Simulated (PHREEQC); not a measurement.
A solution holds 0.135 mol HCl and 0.15 mol MnSO4 per kg of water, at 34 °C. Closed to the air; pH follows from the charge balance.

All values are PHREEQC results (ion-association model, wateq4f.dat), not measurements.

Precipitation was switched off in this run.

Task: What pH does the model give?

Result: pH 1.31.

Task: In which forms is Cl present?

Result: Cl- 91 %, MnCl+ 8.9 % of the Cl.
